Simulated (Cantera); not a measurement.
## Equilibrium for iron carbonyl, mercury and lead vapours: PbO + H2 + N2

Input: 1 mol PbO, 3.9 mol H2, 85 mol N2, equilibrated at 0.0270 bar.

Cantera equilibrium calculation (NASA polynomials, part measured and part estimated; ideal gas, pure solids and liquids). Candidate condensed phases: H2O, Pb, PbO, PbO2, Pb3O4; 27 gas species. Rates play no part.

From 402 °C to 852 °C the condensed part is Pb(l). From 927 °C to 1302 °C nothing is condensed. The main Pb-bearing gas is Pb throughout.

```json
[
 {"T (°C)": "402", "x N2": "0.956", "x H2": "0.0326", "x H2O": "0.0112", "x Pb": "1.25e-8", "x H": "<1e-12", "x PbO": "<1e-12", "x NH3": "2.04e-6", "n Pb(l)": "1.000"},
 {"T (°C)": "477", "x N2": "0.956", "x H2": "0.0326", "x H2O": "0.0112", "x Pb": "3.51e-7", "x H": "<1e-12", "x PbO": "<1e-12", "x NH3": "7.95e-7", "n Pb(l)": "1.000"},
 {"T (°C)": "552", "x N2": "0.956", "x H2": "0.0326", "x H2O": "0.0112", "x Pb": "5.31e-6", "x H": "8.72e-12", "x PbO": "<1e-12", "x NH3": "3.64e-7", "n Pb(l)": "1.000"},
 {"T (°C)": "627", "x N2": "0.956", "x H2": "0.0326", "x H2O": "0.0112", "x Pb": "5.07e-5", "x H": "1.28e-10", "x PbO": "9.51e-12", "x NH3": "1.88e-7", "n Pb(l)": "0.995"},
 {"T (°C)": "702", "x N2": "0.956", "x H2": "0.0326", "x H2O": "0.0112", "x Pb": "0.000340", "x H": "1.26e-9", "x PbO": "2.23e-10", "x NH3": "1.07e-7", "n Pb(l)": "0.970"},
 {"T (°C)": "777", "x N2": "0.954", "x H2": "0.0326", "x H2O": "0.0112", "x Pb": "0.00172", "x H": "8.91e-9", "x PbO": "3.31e-9", "x NH3": "6.58e-8", "n Pb(l)": "0.847"},
 {"T (°C)": "852", "x N2": "0.949", "x H2": "0.0324", "x H2O": "0.0112", "x Pb": "0.00701", "x H": "4.87e-8", "x PbO": "3.43e-8", "x NH3": "4.26e-8", "n Pb(l)": "0.373"},
 {"T (°C)": "927", "x N2": "0.945", "x H2": "0.0323", "x H2O": "0.0111", "x Pb": "0.0111", "x H": "2.16e-7", "x PbO": "1.24e-7", "x NH3": "2.91e-8", "n Pb(l)": "0"},
 {"T (°C)": "1002", "x N2": "0.945", "x H2": "0.0323", "x H2O": "0.0111", "x Pb": "0.0111", "x H": "8.06e-7", "x PbO": "2.56e-7", "x NH3": "2.09e-8", "n Pb(l)": "0"},
 {"T (°C)": "1077", "x N2": "0.945", "x H2": "0.0323", "x H2O": "0.0111", "x Pb": "0.0111", "x H": "2.60e-6", "x PbO": "4.88e-7", "x NH3": "1.56e-8", "n Pb(l)": "0"},
 {"T (°C)": "1152", "x N2": "0.945", "x H2": "0.0323", "x H2O": "0.0111", "x Pb": "0.0111", "x H": "7.46e-6", "x PbO": "8.71e-7", "x NH3": "1.19e-8", "n Pb(l)": "0"},
 {"T (°C)": "1227", "x N2": "0.945", "x H2": "0.0322", "x H2O": "0.0111", "x Pb": "0.0111", "x H": "1.92e-5", "x PbO": "1.47e-6", "x NH3": "9.42e-9", "n Pb(l)": "0"},
 {"T (°C)": "1302", "x N2": "0.945", "x H2": "0.0322", "x H2O": "0.0111", "x Pb": "0.0111", "x H": "4.54e-5", "x PbO": "2.35e-6", "x NH3": "7.59e-9", "n Pb(l)": "0"}
]
```
x: gas mole fraction; n: condensed amount in mol.
